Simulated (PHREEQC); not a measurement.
## Nickel, zinc or cadmium bath (model solution)

A solution holds 0.075 mol/kgw ZnSO4, 3.1e-05 mol/kgw NaOH and 9e-05 mol/kgw H2SO4, at 25 °C. Closed to the air; pH follows from the charge balance.

Model: ion-association model, phreeqc.dat, run in PHREEQC.

No solid was allowed to form.

Task: Estimate the pH, density.

Result: pH 4.23; density 1.009 g/cm³.

Task: In which forms is Zn present?

Result: Zn+2 52 %, ZnSO4 38 %, Zn(SO4)2-2 9.9 % of the Zn.
